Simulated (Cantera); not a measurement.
# Equilibrium for carbothermic reduction: Fe3O4 + CO + H2

Charge: 1 mol Fe3O4, 19 mol CO, 0.25 mol H2, at 0.00360 bar.

Method: chemical equilibrium by Gibbs-energy minimisation in Cantera with the NASA 1993 tables (ideal gas, pure condensed phases). Candidate condensed phases: C, C6H6, C7H8, C8H18, Fe, Fe(CO)5, FeO, Fe(OH)2, Fe(OH)3, Fe2O3, Fe3O4, H2O; 114 gas species. Mutual solubility and eutectic melting of coexisting phases are not modelled. The tables' stoichiometric FeO is somewhat more stable than real wüstite, so its field is too wide. FeO: taken at fixed stoichiometry. Equilibrium is a limit: real reactors are often held back by kinetics, nucleation or transport.

| T (K) | x CO | x CO2 | x H2 | x H2O | x Fe | x H | n Fe(γ) | n FeO(s) | n FeO(l) | n Fe(δ) |
|---|---|---|---|---|---|---|---|---|---|---|
| 1350 | 0.837 | 0.150 | 0.00961 | 0.00338 | 1.19e-6 | 3.89e-6 | 1.95 | 1.05 | 0 | 0 |
| 1400 | 0.842 | 0.145 | 0.00944 | 0.00354 | 4.26e-6 | 7.88e-6 | 1.87 | 1.13 | 0 | 0 |
| 1450 | 0.846 | 0.141 | 0.00929 | 0.00369 | 1.39e-5 | 1.52e-5 | 1.79 | 1.21 | 0 | 0 |
| 1500 | 0.850 | 0.137 | 0.00914 | 0.00383 | 4.17e-5 | 2.81e-5 | 1.72 | 1.28 | 0 | 0 |
| 1550 | 0.853 | 0.134 | 0.00901 | 0.00395 | 0.000116 | 4.98e-5 | 1.65 | 1.35 | 0 | 0 |
| 1600 | 0.856 | 0.130 | 0.00887 | 0.00406 | 0.000305 | 8.54e-5 | 1.58 | 1.41 | 0 | 0 |
| 1650 | 0.859 | 0.127 | 0.00874 | 0.00416 | 0.000750 | 0.000142 | 1.52 | 0 | 1.47 | 0 |
| 1700 | 0.866 | 0.119 | 0.00874 | 0.00410 | 0.00175 | 0.000230 | 0 | 0 | 1.63 | 1.34 |
x: gas mole fraction; n: condensed amount in mol.

From 1350 K to 1600 K the condensed part is Fe(γ) + FeO(s). At 1650 K the condensed part is Fe(γ) + FeO(l). At 1700 K the condensed part is Fe(δ) + FeO(l). The main Fe-bearing gas is Fe throughout.
